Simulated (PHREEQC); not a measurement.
1.1 g of hydrous ferric oxide (600 m²/g; 0.2 weak and 0.005 strong sites per Fe, Dzombak-Morel constants, diffuse double layer) in 1 kg of water with 0.001 mol/kgw of an inert sodium salt and 0.036 mmol/kgw Ag2SO4 and 0.013 mmol/kgw NiCl2, at 25 °C; the pH is set by adding NaOH or the inert anion's acid. O2 is buffered at 0.21 atm. CO2 from the air is kept out. Nothing may precipitate in this run.

Computed with PHREEQC (ion-association model, wateq4f.dat).

| pH | S sorbed (%) | Ag sorbed (%) | Ni sorbed (%) | surface charge σ (C/m²) | surface potential ψ (mV) |
|---|---|---|---|---|---|
| 3 | 100.0 | 0.0 | 0.0 | 0.264 | 226 |
| 3.5 | 100.0 | 0.2 | 0.0 | ___ | 219 |
| 4 | 100.0 | 0.6 | 0.0 | 0.128 | 205 |
| 4.5 | 100.0 | 2.2 | 0.2 | 0.084 | 187 |
| 5 | 100.0 | 6.8 | 1.4 | 0.053 | 165 |
| 5.5 | 99.9 | 17.0 | 9.0 | 0.032 | 142 |
| 6 | ___ | 32.0 | 38.5 | 0.019 | 116 |
| 6.5 | 92.0 | 47.0 | 77.8 | 0.011 | 90 |
| 7 | 58.5 | 60.9 | 95.1 | ___ | 63 |
| 7.5 | 14.4 | 73.5 | 99.1 | 0.003 | 35 |
| 8 | 1.8 | 84.9 | 99.9 | 0.001 | 7 |
| 8.5 | 0.2 | 93.2 | 100.0 | -0.002 | -22 |
| 9 | 0.0 | 97.5 | 100.0 | -0.005 | -51 |

### Question
Some entries are withheld; supply them.

### Answer

- 3.5, surface charge σ (C/m²): 0.189
- 6, S sorbed (%): 98.9
- 7, surface charge σ (C/m²): 0.006

Along this series the solution becomes supersaturated in solids that the run did not let form, among them Cerargyrite. The oxide is taken as insoluble; below pH 4 it would dissolve.
